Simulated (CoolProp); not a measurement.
Vapour-liquid equilibrium of CHF3 (R23) (1) + R152A (2) at 175.6 K; x and y are mole fractions of (1).

The numbers come from the multi-fluid Helmholtz-energy mixture model, Penoncello 2003 and Outcalt 1996; pair parameters Bell 2016 in CoolProp.

```
x     bubble pressure, mixture model (bar)  bubble pressure, Raoult's law (bar)  y, mixture model  y, Raoult's law
----  ------------------------------------  -----------------------------------  ----------------  ---------------
0.05                               0.02224                              0.02587             0.682            0.727
0.15                               0.05401                              0.06274             0.883            0.899
0.25                               0.08831                              0.09962             0.937            0.944
0.35                                0.1247                               0.1365             0.962            0.965
0.45                                0.1626                               0.1734             0.975            0.976
0.55                                0.2014                               0.2102             0.984            0.984
0.65                                0.2407                               0.2471             0.990            0.989
0.75                                0.2800                               0.2840             0.994            0.993
0.85                                0.3189                               0.3209             0.997            0.997
0.95                                0.3572                               0.3577             0.999            0.999
```

The largest gap from Raoult's law is -14.0 % in bubble pressure, at x = 0.05. No azeotrope shows between x = 0.05 and 0.95.

Pair parameters are fitted to limited data, so mixtures are less certain than the pure fluids.
